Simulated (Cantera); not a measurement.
A closed system holds: 1 mol MgO, 1.1 mol C, 0.67 mol CO, equilibrated at 1000 K and 71.0 mbar.

Method: chemical equilibrium by Gibbs-energy minimisation in Cantera with the NASA 1993 tables (ideal gas, pure condensed phases). Candidate condensed phases: C, Mg, MgCO₃, MgO; 15 gas species. Kinetics and transport are ignored.

Base state: CO 0.963, CO₂ 0.0373 (mole fractions); condensed: C(graphite) + MgO(s).

What changes in the equilibrium state with this change: temperature from 1000 K to 1575 K?


```json
[
 {"species": "CO", "before": "0.963", "after": "0.999"},
 {"species": "Mg", "before": "<1e-9", "after": "0.00123"},
 {"species": "CO₂", "before": "0.0373", "after": "2.51e-5"},
 {"species": "C(graphite), mol", "before": "1.12", "after": "1.10"},
 {"species": "MgO(s), mol", "before": "1.00", "after": "0.999"}
]
```
